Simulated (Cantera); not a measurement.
An isothermal, constant-pressure homogeneous reactor starts with 1.57 % CH₄, 0.226 % O₂, 98.2 % N₂, equivalence ratio 14, at 1498 K and 615 Torr.

Model: GRI-Mech 3.0 (53 species, 325 reactions), integrated in Cantera. GRI-Mech 3.0 stops at C3 and has no aromatics, soot or wall deposition, so with more carbon than oxygen in the feed, carbon stays in small species such as C2H2 where larger ones or solid carbon would form.

One state of this run: x CH₄ = 0.00710; x O₂ = 3.47e-5; x NO = 1.86e-9; x OH = 1.14e-8; x HCN = 4.30e-8; x H₂O₂ = 7.53e-12; x N₂O = 3.40e-11. x: mole fraction; the columns are a selection and need not sum to one.

Problem. Which value of t (s) does it belong to?
A. 0.000662
B. 3.00
C. 0.0110
D. 0.462

Solution. D, 0.462
